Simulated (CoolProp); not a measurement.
Model: reference Helmholtz-energy equation of state, Lemmon and Jacobsen 2000, in CoolProp.

Problem. For R143a, give the phase and the cp (kJ/(kg K)), Joule-Thomson coefficient (K/MPa) at 343.1 K and 252 kPa; 465.1 K and 252 kPa; 500 K and 252 kPa.

Solution. 
- 343.1 K and 252 kPa: gas; cp 1.04, Joule-Thomson coefficient 12.0
- 465.1 K and 252 kPa: gas; cp 1.23, Joule-Thomson coefficient 4.98
- 500 K and 252 kPa: gas; cp 1.28, Joule-Thomson coefficient 4.10
